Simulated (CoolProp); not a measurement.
Saturated liquid density (kg/m³) of octamethyltrisiloxane (MDM): the reference equation beside estimates from Tc = 292.2 °C, pc = 1.438 MPa, ω = 0.528.

Values from CoolProp's reference Helmholtz-energy equation of state, Thol 2017.

| T (°C) | reference | van der Waals | Redlich-Kwong | Soave-Redlich-Kwong | Peng-Robinson |
|---|---|---|---|---|---|
| 139.45 | 691.2 | 401.8 | 578.9 | 630.5 | 713.4 |
| 146.85 | 682.2 | 396.8 | 569.9 | 621.9 | 703.9 |
| 154.15 | 673.1 | 391.6 | 560.6 | 612.9 | 694.1 |
| 161.55 | 663.6 | 386.3 | 551.0 | 603.5 | 683.7 |
| 168.85 | 654.0 | 380.8 | 541.2 | 593.7 | 672.9 |
| 176.25 | 644.0 | 375.1 | 530.9 | 583.4 | 661.3 |
| 183.55 | 633.8 | 369.3 | 520.4 | 572.6 | 649.4 |
| 190.95 | 623.2 | 363.1 | 509.4 | 561.2 | 636.6 |
| 198.25 | 612.3 | 356.8 | 498.0 | 549.3 | 623.2 |

Absolute difference from the reference over all 9 rows, mean and median: van der Waals 41.8 and 41.8 %, Redlich-Kwong 17.3 and 17.2 %, Soave-Redlich-Kwong 9.3 and 9.2 %, Peng-Robinson 2.7 and 2.9 %.
